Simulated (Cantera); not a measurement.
Charge: 1 mol BF₃, 1.4 mol H₂O, at 1898 K and 120 Torr.

These are equilibrium values from Cantera (NASA tables, ideal gas, pure condensed phases), not measurements of a reactor. Candidate condensed phases: B, B₂O₃, B₃O₃H₃, H₂O; 43 gas species. The tables' values for BF₂ are old estimates; treat these amounts as uncertain. Equilibrium is a limit: real reactors are often held back by kinetics, nucleation or transport.

Base state: HF 0.579, BOF 0.257, H₂O 0.118, BF₃ 0.0211, HBO₂ 0.0207, H₂ 0.00153, O₂ 0.000614, OH 0.000484 (mole fractions); condensed: gas only.

What changes in the equilibrium state with this change: H₂O from 1.4 to 0.63 mol?


```csv
species,before,after
HF,0.579,0.538
BOF,0.257,0.265
BF₃,0.0211,0.181
H₂O,0.118,0.0122
HBO₂,0.0207,0.00238
B₂O₃,0.000320,4.07e-5
O₂,0.000614,0.000128
```

What changes in the equilibrium state with this change: pressure from 120 Torr to 7.50 Torr?


```
species   before     after
-------  -------  --------
HF         0.579     0.602
BOF        0.257     0.274
H₂O        0.118    0.0975
BF₃       0.0211   0.00184
HBO₂      0.0207    0.0175
B₃O₃F₃   1.38e-5   6.47e-8
O        1.82e-5  0.000110
```
